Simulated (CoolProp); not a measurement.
Properties of n-perfluorohexane along the isobar 2.01 MPa (Tc = 448.0 K, pc = 1.742 MPa, ω = 0.497).

The numbers come from the reference Helmholtz-energy equation of state, Gao 2022 in CoolProp.

```json
[
 {"T (K)": "196.8", "phase": "liquid", "density (kg/m³)": "[?]", "cv (kJ/(kg K))": "0.6920", "isothermal compressibility (1/MPa)": "0.001059", "fugacity coefficient": "[?]"},
 {"T (K)": "216", "phase": "liquid", "density (kg/m³)": "1910", "cv (kJ/(kg K))": "0.7236", "isothermal compressibility (1/MPa)": "[?]", "fugacity coefficient": "7.670e-5"},
 {"T (K)": "235.2", "phase": "liquid", "density (kg/m³)": "1857", "cv (kJ/(kg K))": "0.7556", "isothermal compressibility (1/MPa)": "0.001421", "fugacity coefficient": "0.0004188"},
 {"T (K)": "254.4", "phase": "liquid", "density (kg/m³)": "1805", "cv (kJ/(kg K))": "0.7867", "isothermal compressibility (1/MPa)": "0.001676", "fugacity coefficient": "0.001664"},
 {"T (K)": "273.7", "phase": "liquid", "density (kg/m³)": "1753", "cv (kJ/(kg K))": "0.8167", "isothermal compressibility (1/MPa)": "0.002009", "fugacity coefficient": "0.005203"},
 {"T (K)": "292.9", "phase": "liquid", "density (kg/m³)": "1700", "cv (kJ/(kg K))": "0.8449", "isothermal compressibility (1/MPa)": "0.002452", "fugacity coefficient": "0.01333"},
 {"T (K)": "312.1", "phase": "liquid", "density (kg/m³)": "1645", "cv (kJ/(kg K))": "0.8714", "isothermal compressibility (1/MPa)": "0.003067", "fugacity coefficient": "0.02930"},
 {"T (K)": "331.3", "phase": "liquid", "density (kg/m³)": "[?]", "cv (kJ/(kg K))": "0.8966", "isothermal compressibility (1/MPa)": "0.003956", "fugacity coefficient": "0.05686"},
 {"T (K)": "350.5", "phase": "liquid", "density (kg/m³)": "1527", "cv (kJ/(kg K))": "[?]", "isothermal compressibility (1/MPa)": "[?]", "fugacity coefficient": "0.09963"}
]
```

Question: Complete the blanks.

Answer: 
- 196.8, density (kg/m³): 1964
- 196.8, fugacity coefficient: 9.215e-6
- 216, isothermal compressibility (1/MPa): 0.001221
- 331.3, density (kg/m³): 1588
- 350.5, cv (kJ/(kg K)): 0.9206
- 350.5, isothermal compressibility (1/MPa): 0.005315
